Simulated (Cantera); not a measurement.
A Cantera script and what it prints.

```python
import numpy as np
import cantera as ct

gas_names = """
    C CH CH2 CH3 CH2OH CH3O CH4 CH3OH CO COS CO2 COOH CS CS2 C2 C2H CHCO,ketyl C2H2,acetylene
    C2H2,vinylidene CH2CO,ketene C2H3,vinyl CH3CO,acetyl C2H4 C2H4O,ethylen CH3CHO,ethanal CH3COOH
    (HCOOH)2 C2H5 C2H6 CH3OCH3 C2H5OH C2O C3 C3H3,propargyl C3H4,allene C3H4,propyne C3H4,cyclo-
    C3H5,allyl C3H6,propylene C3H6,cyclo- C3H6O C3H7,n-propyl C3H7,i-propyl C3H8 C3H8O,1propanol
    C3H8O,2propanol C3O2 C4 C4H2 C4H4,1,3-cyclo- C4H6,butadiene C4H6,2-butyne C4H6,cyclo- C4H8,1-butene
    C4H8,cis2-buten C4H8,tr2-butene C4H8,isobutene C4H8,cyclo- (CH3COOH)2 C4H9,n-butyl C4H9,i-butyl
    C4H9,s-butyl C4H9,t-butyl C4H10,isobutane C4H10,n-butane C5 C5H6,1,3cyclo- C5H8,cyclo-
    C5H10,1-pentene C5H10,cyclo- C5H11,pentyl C5H11,t-pentyl C5H12,n-pentane C5H12,i-pentane
    CH3C(CH3)2CH3 C6H2 C6H5,phenyl C6H5O,phenoxy C6H6 C6H5OH,phenol C6H10,cyclo- C6H12,1-hexene
    C6H12,cyclo- C6H13,n-hexyl C7H7,benzyl C7H8 C7H8O,cresol C7H14,1-heptene C7H15,n-heptyl
    C7H16,n-heptane C8H8,styrene C8H10,ethylbenz C8H16,1-octene C8H17,n-octyl C8H18,isooctane
    C8H18,n-octane C9H19,n-nonyl C10H8,naphthale C10H21,n-decyl C12H9,o-bipheny C12H10,bipheny H HCO HO2
    H2 HCHO,formaldehy HCOOH H2O H2O2 H2S H2SO4 O OH O2 O3 S SH SO SO2 SO3 S2 S2O S8
""".split()
cond_names = """
    C(gr) C6H6(L) C7H8(L) C8H18(L),n-octa H2O(s) H2O(L) H2SO4(L) S(cr1) S(cr2) S(L)
""".split()


def load(file, names, dense=False):
    # The tables refer to 1 bar. Condensed volumes are neglected.
    table = {s.name: s for s in ct.Species.list_from_file(file)}
    out = []
    for n in names:
        d = dict(table[n].input_data)
        d["thermo"] = dict(d["thermo"], **{"reference-pressure": 1e5})
        if dense:
            d["equation-of-state"] = {"model": "constant-volume", "density": "1e6 g/cm^3"}
        out.append(ct.Species.from_dict(d))
    return out


gas = ct.Solution(thermo="ideal-gas", species=load("nasa_gas.yaml", gas_names))
cond = {s.name: ct.Solution(thermo="fixed-stoichiometry", species=[s], name=s.name)
        for s in load("nasa_condensed.yaml", cond_names, dense=True)}
atoms = {
    'CS2': {'C': 1, 'S': 2},
    'SO2': {'S': 1, 'O': 2},
    'H2': {'H': 2},
}
top_T = {'C(gr)': 4500}  # K; cautious upper limits of use, not melting points


def equilibrate(T, P, feed):
    n = {}
    for name, mol in feed.items():
        for a, k in atoms[name].items():
            n[a] = n.get(a, 0.0) + k * mol
    gas.TPX = T, P, n
    mass = sum(n.values()) * gas.mean_molecular_weight
    gas.equilibrate("TP")
    valid = [c for c in cond.values() if c.min_temp <= T <= top_T.get(c.name, c.max_temp)]
    mix = ct.Mixture([(gas, mass / gas.mean_molecular_weight)] + [(c, 0.0) for c in valid])
    mix.T, mix.P = T, P
    mix.equilibrate("TP", solver="vcs", rtol=1e-11, max_steps=5000)
    return mix


results = []
feed = {'CS2': 1, 'SO2': 0.06, 'H2': 15}  # mol
P = 4000000  # Pa
for T in [1773, 1823, 1873, 1923, 1973, 2023, 2073, 2123, 2173, 2223]:
    mix = equilibrate(T, P, feed)
    results.append((T, P, feed, dict(zip(mix.species_names, mix.species_moles))))

top = {s: max(r[3][s] / sum(r[3][g] for g in gas_names) for r in results) for s in gas_names}
cols = sorted((s for s in top if top[s] > 0.001), key=lambda s: -top[s])[:7]
seen = [c for c in cond_names if any(r[3].get(c, 0) > 1e-12 for r in results)]
print("log10 of partial pressures in bar; condensed amounts in mol")
print(f"{'T/K':>10s}" + "".join(f"{s[:9]:>10s}" for s in cols + seen))
for T, P, feed, n in results:
    ng = sum(n[g] for g in gas_names)
    print(f"{T:10.4g}" + "".join(f"{np.log10(max(n[s] / ng * P / 1e5, 1e-99)):10.3f}" for s in cols)
          + "".join(f"{n.get(c, 0):10.4g}" for c in seen))
```

Result:

```
log10 of partial pressures in bar; condensed amounts in mol
       T/K        H2       H2S       CH4       CS2        CO        SH        CS     C(gr)
      1773     1.522     0.726    -0.030    -1.080    -0.497    -1.502    -2.537    0.4965
      1823     1.525     0.718    -0.098    -0.963    -0.497    -1.378    -2.305    0.5321
      1873     1.527     0.708    -0.162    -0.856    -0.498    -1.263    -2.086    0.5559
      1923     1.529     0.697    -0.222    -0.758    -0.499    -1.156    -1.882    0.5693
      1973     1.530     0.685    -0.280    -0.670    -0.500    -1.056    -1.690    0.5732
      2023     1.532     0.670    -0.335    -0.591    -0.501    -0.964    -1.510    0.5683
      2073     1.533     0.654    -0.387    -0.520    -0.503    -0.878    -1.341     0.555
      2123     1.535     0.636    -0.436    -0.458    -0.504    -0.800    -1.184    0.5335
      2173     1.536     0.616    -0.483    -0.404    -0.505    -0.727    -1.036    0.5036
      2223     1.537     0.594    -0.528    -0.358    -0.506    -0.661    -0.897    0.4651
```

Method: chemical equilibrium by Gibbs-energy minimisation in Cantera with the NASA 1993 tables (ideal gas, pure condensed phases). The ideal-gas law is rough above about 30 bar.
